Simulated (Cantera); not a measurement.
Cantera run, input and output.

```python
import numpy as np
import cantera as ct

gas = ct.Solution("h2o2.yaml")
gas.TPX = 598, 93000, {'H2': 1, 'O2': 0.51, 'N2': 1.94}
flame = ct.FreeFlame(gas, width=0.042)
flame.set_refine_criteria(ratio=3, slope=0.08, curve=0.16)
flame.transport_model = "mixture-averaged"
flame.solve(loglevel=0, auto=True)
z, T = flame.grid, flame.T
thick = (T[-1] - T[0]) / np.gradient(T, z).max()
show = ['H2', 'O2', 'OH', 'H2O2', 'HO2', 'H']
print(f"laminar burning velocity  {flame.velocity[0] * 100:.3f} cm/s")
print(f"burnt temperature         {T[-1]:.1f} K")
print(f"thermal thickness         {thick * 1e3:.4f} mm")
print(f"grid points               {len(z)}")
z0 = z[flame.heat_release_rate.argmax()]
print(f"{'z/mm':>9s}{'T/K':>9s}{'u/(m/s)':>9s}" + "".join(f"{s:>11s}" for s in show))
rows = []
for k in (-3, -2, -1.5, -1, -0.5, -0.25, 0, 0.25, 0.5, 1, 2, 4, 8):
    zz = z0 + k * thick
    rows.append([k * thick, np.interp(zz, z, T), np.interp(zz, z, flame.velocity),
                 *(np.interp(zz, z, flame.X[gas.species_index(s)]) for s in show)])
    print(f"{rows[-1][0] * 1e3:9.3f}{rows[-1][1]:9.1f}{rows[-1][2]:9.3f}" + "".join(f"{x:11.3e}" for x in rows[-1][3:]))
```

Result:

```
laminar burning velocity  719.936 cm/s
burnt temperature         2509.3 K
thermal thickness         0.5206 mm
grid points               131
     z/mm      T/K  u/(m/s)         H2         O2         OH       H2O2        HO2          H
   -1.562    598.0    7.199  2.899e-01  1.478e-01  1.041e-18  2.602e-17  4.041e-14  1.561e-17
   -1.041    598.0    7.199  2.899e-01  1.478e-01  7.514e-16  4.687e-15  9.906e-12  3.863e-14
   -0.781    598.0    7.199  2.899e-01  1.478e-01  1.079e-13  5.297e-13  1.002e-09  1.474e-11
   -0.521    598.0    7.199  2.898e-01  1.478e-01  4.917e-11  1.896e-10  2.053e-07  1.323e-08
   -0.260    608.9    7.304  2.867e-01  1.480e-01  3.552e-05  2.511e-06  1.939e-04  1.184e-04
   -0.130    802.5    9.416  2.549e-01  1.436e-01  7.822e-04  1.363e-05  1.899e-04  5.841e-03
    0.000   1252.4   14.188  1.441e-01  1.010e-01  4.220e-03  5.051e-06  8.067e-05  3.950e-02
    0.130   1565.2   17.496  6.086e-02  4.578e-02  1.108e-02  2.841e-06  3.273e-05  5.900e-02
    0.260   1712.4   18.997  4.729e-02  3.296e-02  1.451e-02  1.663e-06  2.062e-05  5.376e-02
    0.521   1870.9   20.541  4.523e-02  2.826e-02  1.710e-02  8.821e-07  1.453e-05  4.169e-02
    1.041   2034.4   22.076  4.247e-02  2.434e-02  1.863e-02  4.940e-07  9.969e-06  2.953e-02
    2.083   2191.0   23.495  3.752e-02  2.036e-02  1.871e-02  3.166e-07  6.549e-06  1.916e-02
    4.165   2327.9   24.695  3.108e-02  1.661e-02  1.732e-02  2.390e-07  4.383e-06  1.144e-02
```

Detailed kinetics in Cantera: the H2/O2 subset of GRI-Mech 3.0, which has no nitrogen chemistry. Burning velocities carry a grid error of a few per cent, more on coarse grids.
